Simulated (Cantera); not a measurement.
A perfectly stirred reactor is fed with 6.25 % CH4, 93.8 % N2, at 1.00 atm; it is held at 1850 K, and followed from long to short residence time.

Model: GRI-Mech 3.0 (53 species, 325 reactions), integrated in Cantera. GRI-Mech 3.0 stops at C3 and has no aromatics, soot or wall deposition, so with more carbon than oxygen in the feed, carbon stays in small species such as C2H2 where larger ones or solid carbon would form.

x: mole fraction; the columns are a selection and need not sum to one.

| τ (s) | x CH4 | x H2 | x C2H | x CH3 | x H |
|---|---|---|---|---|---|
| 1.3 | 0.00161 | 0.0858 | 5.51e-7 | … | 0.000154 |
| 0.46 | 0.00270 | 0.0842 | 5.37e-7 | … | 0.000150 |
| 0.16 | 0.00458 | 0.0815 | 5.13e-7 | … | 0.000144 |
| 0.057 | 0.00765 | 0.0770 | 4.77e-7 | … | 0.000134 |
| 0.020 | 0.0127 | 0.0696 | 4.23e-7 | … | 0.000119 |
| 0.0069 | 0.0205 | 0.0581 | 3.48e-7 | … | 9.92e-5 |
| 0.0024 | 0.0310 | 0.0424 | 2.50e-7 | … | 7.47e-5 |
| 0.00085 | 0.0428 | 0.0246 | 1.38e-7 | 0.00128 | 4.75e-5 |
| 0.00030 | 0.0541 | 0.00873 | 3.76e-8 | 0.00135 | 2.09e-5 |

**Question.** What belongs in the gaps?

**Answer.** 
- 1.3, x CH3: 5.78e-5
- 0.46, x CH3: 9.60e-5
- 0.16, x CH3: 0.000160
- 0.057, x CH3: 0.000262
- 0.020, x CH3: 0.000423
- 0.0069, x CH3: 0.000663
- 0.0024, x CH3: 0.000974
